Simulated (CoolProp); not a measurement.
Saturation properties of sulfur hexafluoride (Tc = 318.7 K, pc = 3.755 MPa, ω = 0.210).

Computed with CoolProp (reference Helmholtz-energy equation of state, Guder 2009).

| T (K) | p (MPa) | vapour Z | surface tension (mN/m) | liquid viscosity (µPa s) | vapour viscosity (µPa s) | liquid conductivity (mW/(m K)) |
|---|---|---|---|---|---|---|
| 241 | 0.4562 | 0.8867 | 8.92 | 315 | 12.9 | 71.7 |
| 247.7 | 0.5759 | 0.8666 | 7.95 | 283 | 13.3 | 69.8 |
| 254.4 | 0.7176 | 0.8442 | … | 254 | 13.7 | 67.7 |
| 261.1 | 0.8837 | 0.8194 | 6.09 | 227 | … | 65.6 |
| 267.8 | 1.077 | 0.7920 | 5.20 | 202 | 14.5 | 63.5 |
| 274.5 | 1.299 | 0.7616 | 4.34 | 180 | 15.0 | 61.3 |
| 281.2 | 1.554 | … | 3.52 | 160 | 15.6 | 59.0 |
| 287.9 | 1.844 | 0.6897 | 2.74 | 142 | 16.3 | 56.6 |
| 294.6 | 2.172 | 0.6463 | 2.00 | 125 | 17.2 | 54.1 |
| 301.3 | 2.544 | 0.5956 | 1.32 | … | 18.4 | 51.6 |
| 307.9 | 2.956 | 0.5338 | 0.711 | 91.0 | 20.4 | … |

**Question.** Some entries are withheld; supply them.

**Answer.** 
- 254.4, surface tension (mN/m): 7.01
- 261.1, vapour viscosity (µPa s): 14.1
- 281.2, vapour Z: 0.7277
- 301.3, liquid viscosity (µPa s): 108
- 307.9, liquid conductivity (mW/(m K)): 49.0

Viscosity comes from a separate model (Quiñones-Cisneros 2012). Thermal conductivity comes from a separate model (Assael 2012). Surface tension comes from a separate correlation (Mulero 2012).
